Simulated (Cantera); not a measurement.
Input (Python, Cantera) and output of one run.

```python
import numpy as np
import cantera as ct

gas_names = """
    Ca CaO CaOH CaO2H2 Ca2 H HO2 H2 H2O H2O2 O OH O2 O3
""".split()
cond_names = """
    Ca(a) Ca(b) Ca(L) CaO(s) CaO(L) CaO2H2(s) H2O(s) H2O(L)
""".split()


# ... load() reads the species with a 1 bar reference pressure and builds the phases ...
atoms = {
    'CaO': {'Ca': 1, 'O': 1},
    'O2': {'O': 2},
    'H2O': {'H': 2, 'O': 1},
}
top_T = {}  # K; cautious upper limits of use, not melting points


# ... equilibrate(T, P, feed) seeds the gas with the atoms and calls Mixture.equilibrate('TP', solver="vcs", rtol=1e-11, max_steps=5000) ...
results = []
T = 1348  # K
P = 1000  # Pa
for m in [0.21, 0.32, 0.49, 0.75, 1.2, 1.8, 2.7, 4.1, 6.3]:
    feed = {'CaO': 1, 'O2': m, 'H2O': 1.3}  # mol
    mix = equilibrate(T, P, feed)
    results.append((T, P, feed, dict(zip(mix.species_names, mix.species_moles))))

top = {s: max(r[3][s] / sum(r[3][g] for g in gas_names) for r in results) for s in gas_names}
cols = sorted((s for s in top if top[s] > 1e-05), key=lambda s: -top[s])[:9]
seen = [c for c in cond_names if any(r[3].get(c, 0) > 1e-12 for r in results)]
print("log10 of partial pressures in bar; condensed amounts in mol")
print(f"{'n(O2)':>10s}" + "".join(f"{s[:9]:>10s}" for s in cols + seen))
for T, P, feed, n in results:
    ng = sum(n[g] for g in gas_names)
    print(f"{feed['O2']:10.4g}" + "".join(f"{np.log10(max(n[s] / ng * P / 1e5, 1e-99)):10.3f}" for s in cols)
          + "".join(f"{n.get(c, 0):10.4g}" for c in seen))
```

Result:

```
log10 of partial pressures in bar; condensed amounts in mol
     n(O2)       H2O        O2        OH    CaO(s)
      0.21    -2.065    -2.857    -5.823         1
      0.32    -2.096    -2.704    -5.801         1
      0.49    -2.139    -2.563    -5.787         1
      0.75    -2.198    -2.437    -5.785         1
       1.2    -2.284    -2.319    -5.798         1
       1.8    -2.378    -2.236    -5.824         1
       2.7    -2.488    -2.171    -5.863         1
       4.1    -2.619    -2.120    -5.916         1
       6.3    -2.767    -2.081    -5.980         1
```

Method: chemical equilibrium by Gibbs-energy minimisation in Cantera with the NASA 1993 tables (ideal gas, pure condensed phases).
